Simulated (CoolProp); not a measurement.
n-nonane along the isotherm 600 K: fugacity coefficient from the reference equation and from simpler models built on Tc = 594.5 K, pc = 2.282 MPa, ω = 0.443; each cubic takes its own stable root.

Model: reference Helmholtz-energy equation of state, Lemmon 2006, in CoolProp. It is a short technical equation, of lower accuracy than the large ones.

```tsv
p (MPa)	phase	reference
0.713	gas	0.8957
1.43	gas	0.7922
2.14	gas	0.6872
2.85	supercritical	0.5651
3.57	supercritical	0.4744
4.28	supercritical	0.4144
4.99	supercritical	0.3716
5.7	supercritical	0.3397
6.42	supercritical	0.3148
7.13	supercritical	0.2954
7.84	supercritical	0.2798
8.56	supercritical	0.2670
9.27	supercritical	0.2565
9.98	supercritical	0.2478
10.7	supercritical	0.2404
11.4	supercritical	0.2344
```

Q: How far does each simpler model (van der Waals, Redlich-Kwong, Soave-Redlich-Kwong, Peng-Robinson) lie from the reference over these 16 states: mean and median of the absolute difference, and the worst?

A: 
- van der Waals: mean 19.3 %, median 19.5 %, worst +37.7 % at 600 K and 11.4 MPa
- Redlich-Kwong: mean 7.6 %, median 8.1 %, worst +13.9 % at 600 K and 11.4 MPa
- Soave-Redlich-Kwong: mean 8.7 %, median 9.5 %, worst +15.4 % at 600 K and 11.4 MPa
- Peng-Robinson: mean 2.4 %, median 2.5 %, worst +4.3 % at 600 K and 11.4 MPa
